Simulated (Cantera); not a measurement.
## Hydrocarbon pyrolysis for carbon deposition

A perfectly stirred reactor is fed with CH4 : N2 = 1 : 42 (molar parts), at 0.170 bar; it is held at 1375 K, and followed from long to short residence time.

Cantera simulation using GRI-Mech 3.0 (53 species, 325 reactions); the numbers are that mechanism's predictions, not measurements. GRI-Mech 3.0 stops at C3 and has no aromatics, soot or wall deposition, so with more carbon than oxygen in the feed, carbon stays in small species such as C2H2 where larger ones or solid carbon would form.

| τ (s) | x CH4 | x C2H | x CH2 | x C2H6 | x C2H4 | x CH3 |
|---|---|---|---|---|---|---|
| 9.7 | 0.0198 | 5.36e-11 | 4.67e-10 | 1.74e-5 | 0.000140 | 1.65e-5 |
| 2.5 | 0.0220 | 1.72e-11 | 6.16e-10 | 2.64e-5 | 0.000166 | 2.01e-5 |
| 0.65 | 0.0230 | 2.09e-12 | 4.83e-10 | 2.13e-5 | 7.21e-5 | 1.82e-5 |
| 0.17 | 0.0232 | <1e-12 | 1.70e-10 | 6.63e-6 | 8.39e-6 | 1.08e-5 |
| 0.044 | 0.0232 | <1e-12 | 3.48e-11 | 8.92e-7 | 4.44e-7 | 4.81e-6 |
| 0.011 | 0.0233 | <1e-12 | 3.83e-12 | 4.05e-8 | 1.18e-8 | 1.57e-6 |
| 0.0029 | 0.0233 | <1e-12 | <1e-12 | 9.74e-10 | 2.34e-10 | 4.33e-7 |
x: mole fraction; the columns are a selection and need not sum to one.
